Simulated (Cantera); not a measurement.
A perfectly stirred reactor is fed with C2H6 : N2 = 1 : 2.8 (molar parts), at 0.0128 atm; it is held at 1673 K, and followed from long to short residence time.

Computed with Cantera and GRI-Mech 3.0 (53 species, 325 reactions). GRI-Mech 3.0 stops at C3 and has no aromatics, soot or wall deposition, so with more carbon than oxygen in the feed, carbon stays in small species such as C2H2 where larger ones or solid carbon would form. Radical loss at walls, strong at low pressure, is not modelled.

### Question
What does this change do: pressure from 0.0128 atm to 0.132 atm?

### Answer
```csv
quantity,before,after
x(C2H6) at τ = 12.0 s,9.63e-6,3.67e-6
x(H2) at τ = 12.0 s,0.334,0.334
x(C2H2) at τ = 12.0 s,0.169,0.169
x(C2H4) at τ = 12.0 s,0.000110,0.000476
x(CH3) at τ = 12.0 s,0.000411,0.000110
x(C2H6) at τ = 0.330 s,0.000293,9.69e-5
x(H2) at τ = 0.330 s,0.300,0.310
x(C2H2) at τ = 0.330 s,0.158,0.162
x(C2H4) at τ = 0.330 s,0.00173,0.001000
x(CH3) at τ = 0.330 s,0.00243,0.000584
```

### Question
What does this change do: pressure from 0.0128 atm to 0.000691 atm?

### Answer
| quantity | before | after |
|---|---|---|
| x(C2H6) at τ = 12.0 s | 9.63e-6 | 8.61e-5 |
| x(H2) at τ = 12.0 s | 0.334 | 0.318 |
| x(C2H2) at τ = 12.0 s | 0.169 | 0.164 |
| x(C2H4) at τ = 12.0 s | 0.000110 | 0.000590 |
| x(CH3) at τ = 12.0 s | 0.000411 | 0.00195 |
| x(C2H6) at τ = 0.330 s | 0.000293 | 0.00276 |
| x(H2) at τ = 0.330 s | 0.300 | 0.240 |
| x(C2H2) at τ = 0.330 s | 0.158 | 0.132 |
| x(C2H4) at τ = 0.330 s | 0.00173 | 0.0124 |
| x(CH3) at τ = 0.330 s | 0.00243 | 0.0117 |
